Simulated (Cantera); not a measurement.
Charge: 1 mol CH₃SiH₃, 72 mol H₂, held at 2500 K and 10.0 mbar.

Method: chemical equilibrium by Gibbs-energy minimisation in Cantera with the NASA 1993 tables (ideal gas, pure condensed phases). Candidate condensed phases: C, C₆H₆, C₇H₈, C₈H₁₈, Si, SiC; 87 gas species. The feed counts by its element totals alone. Gases not in the tables: Si₂H₆ and higher silanes. Kinetics and transport are ignored.

Base state: H₂ 0.764, H 0.220, Si 0.00993, C₂H₂ (acetylene) 0.00431, SiC₂ 0.00134, SiH 0.000229, Si₂C 8.96e-5, C₂H 8.91e-5 (mole fractions); condensed: gas only.

Question: What changes in the equilibrium state with this change: H₂ from 72 to 710 mol?

Answer: 
```tsv
species	before	after
H₂	0.764	0.777
H	0.220	0.222
Si	0.00993	0.00119
C₂H₂ (acetylene)	0.00431	0.000583
Si₂C	8.96e-5	4.72e-7
SiC₂	0.00134	2.15e-5
```

Question: What changes in the equilibrium state with this change: temperature from 2500 K to 2323 K?

Answer: 
```json
[
 {"species": "H₂", "before": "0.764", "after": "0.881"},
 {"species": "H", "before": "0.220", "after": "0.102"},
 {"species": "Si", "before": "0.00993", "after": "0.00971"},
 {"species": "Si₂C", "before": "8.96e-5", "after": "0.000471"},
 {"species": "C", "before": "1.20e-5", "after": "1.21e-6"},
 {"species": "C₃", "before": "1.87e-5", "after": "2.55e-6"},
 {"species": "C(graphite), mol", "before": "0", "after": "0.0389"}
]
```
